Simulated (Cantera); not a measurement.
A freely propagating, adiabatic, planar premixed flame of H2 : O2 : N2 = 1 : 0.385 : 1.69 (molar parts), equivalence ratio 1.3, unburnt at 448 K and 195 Torr; mixture-averaged transport, grid criteria slope 0.08 and curve 0.16, no radiation.

Model: the H2/O2 subset of GRI-Mech 3.0, which has no nitrogen chemistry, integrated in Cantera. Burning velocities carry a grid error of a few per cent, more on coarse grids.

Task: How do the results move with these cheaper or finer settings: unity-Lewis-number transport; multicomponent transport; multicomponent+Soret transport; grid criteria slope 0.5, curve 1; grid criteria slope 0.25, curve 0.5; grid criteria slope 0.03, curve 0.06?

Result: 
```json
[
 {"setting": "as above", "laminar burning velocity": "403 cm/s", "thermal thickness": "2.51 mm", "peak x(O)": "0.00819", "peak x(H2O2)": "1.48e-5", "grid points": "136"},
 {"setting": "unity-Lewis-number transport", "laminar burning velocity": "245 cm/s", "thermal thickness": "1.94 mm", "peak x(O)": "0.00785", "peak x(H2O2)": "5.44e-6", "grid points": "122"},
 {"setting": "multicomponent transport", "laminar burning velocity": "395 cm/s", "thermal thickness": "2.50 mm", "peak x(O)": "0.00812", "peak x(H2O2)": "1.50e-5", "grid points": "137"},
 {"setting": "multicomponent+Soret transport", "laminar burning velocity": "376 cm/s", "thermal thickness": "2.45 mm", "peak x(O)": "0.00806", "peak x(H2O2)": "1.53e-5", "grid points": "137"},
 {"setting": "grid criteria slope 0.5, curve 1", "laminar burning velocity": "467 cm/s", "thermal thickness": "3.29 mm", "peak x(O)": "0.00848", "peak x(H2O2)": "1.09e-5", "grid points": "44"},
 {"setting": "grid criteria slope 0.25, curve 0.5", "laminar burning velocity": "421 cm/s", "thermal thickness": "2.76 mm", "peak x(O)": "0.00801", "peak x(H2O2)": "1.22e-5", "grid points": "69"},
 {"setting": "grid criteria slope 0.03, curve 0.06", "laminar burning velocity": "399 cm/s", "thermal thickness": "2.45 mm", "peak x(O)": "0.00820", "peak x(H2O2)": "1.56e-5", "grid points": "298"}
]
```
Unity Lewis numbers drop preferential diffusion, which matters most where H2 and H carry the flame; Soret adds thermal diffusion.
